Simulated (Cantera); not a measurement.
Input (Python, Cantera):

```python
import numpy as np
import cantera as ct

gas = ct.Solution("gri30.yaml")
gas.TPX = 1350, 101325, {'CH4': 1, 'C2H6': 0.24, 'C3H8': 0.099, 'O2': 8.55, 'N2': 32.2}
reactor = ct.IdealGasReactor(gas, energy="on", clone=False)
net = ct.ReactorNet([reactor])
net.rtol, net.atol = 1e-08, 1e-16
show = ['CH4', 'C2H6', 'C3H8', 'O2', 'HO2', 'CH2']
times = np.geomspace(1e-06, 3, 14)

steps = ct.SolutionArray(gas, extra=["t"])
rows = []
print(f"{'t/s':>10s}{'T/K':>9s}{'P/Pa':>11s}" + "".join(f"{s:>11s}" for s in show))
for t in times:
    while net.time < t:
        t_next = net.step()
        steps.append(gas.state, t=t_next)
    rows.append([np.interp(t, steps.t, y) for y in (steps.T, steps.P, *steps(*show).X.T)])
    print(f"{t:10.3e}{rows[-1][0]:9.1f}{rows[-1][1]:11.4g}" + "".join(f"{x:11.3e}" for x in rows[-1][2:]))
rate = np.gradient(steps.T, steps.t)
print("integrator steps:", len(steps.t))
if steps.T.max() > steps.T[0] + 200:
    print(f"time of steepest temperature rise: {steps.t[rate.argmax()]:.4e} s")
gas.TPX = 1350, 101325, {'CH4': 1, 'C2H6': 0.24, 'C3H8': 0.099, 'O2': 8.55, 'N2': 32.2}
gas.equilibrate("UV")
print(f"equilibrium (UV): T = {gas.T:.1f} K  " + "  ".join(f"{s} {gas[s].X[0]:.3e}" for s in show))
```

Result:

```
       t/s      T/K       P/Pa        CH4       C2H6       C3H8         O2        HO2        CH2
 1.000e-06   1350.0  1.013e+05  2.376e-02  5.702e-03  2.352e-03  2.031e-01  6.863e-08  5.430e-14
 3.149e-06   1350.0  1.013e+05  2.376e-02  5.701e-03  2.351e-03  2.031e-01  4.911e-07  1.635e-12
 9.919e-06   1349.9  1.013e+05  2.376e-02  5.699e-03  2.347e-03  2.031e-01  2.728e-06  1.601e-11
 3.124e-05   1349.7  1.013e+05  2.375e-02  5.686e-03  2.335e-03  2.031e-01  1.149e-05  1.375e-10
 9.839e-05   1349.8  1.013e+05  2.365e-02  5.576e-03  2.262e-03  2.029e-01  4.579e-05  3.682e-09
 3.099e-04   1491.6  1.132e+05  1.562e-02  1.297e-03  3.618e-04  1.858e-01  4.684e-04  1.474e-06
 9.760e-04   2362.7  1.789e+05  2.551e-20 -3.992e-35  7.007e-49  1.213e-01  6.275e-06  1.383e-19
 3.074e-03   2361.7  1.788e+05  2.518e-20  5.012e-38  2.582e-55  1.210e-01  6.251e-06  1.312e-19
 9.681e-03   2357.4  1.785e+05  2.374e-20  4.507e-38  2.209e-55  1.201e-01  6.138e-06  1.207e-19
 3.049e-02   2347.6  1.777e+05  2.073e-20  3.528e-38  1.542e-55  1.181e-01  5.888e-06  9.941e-20
 9.603e-02   2337.1  1.769e+05  1.788e-20  2.699e-38  1.042e-55  1.159e-01  5.631e-06  8.027e-20
 3.024e-01   2335.2  1.767e+05  1.740e-20  2.569e-38  9.694e-56  1.155e-01  5.585e-06  7.714e-20
 9.525e-01   2335.2  1.767e+05  1.740e-20  2.569e-38  9.692e-56  1.155e-01  5.585e-06  7.713e-20
 3.000e+00   2335.2  1.767e+05  1.740e-20  2.569e-38  9.692e-56  1.155e-01  5.585e-06  7.713e-20
integrator steps: 1705
time of steepest temperature rise: 3.3808e-04 s
equilibrium (UV): T = 2335.2 K  CH4 2.683e-20  C2H6 4.819e-38  C3H8 1.950e-55  O2 1.155e-01  HO2 5.585e-06  CH2 1.477e-19
```

Detailed kinetics in Cantera: GRI-Mech 3.0 (53 species, 325 reactions).
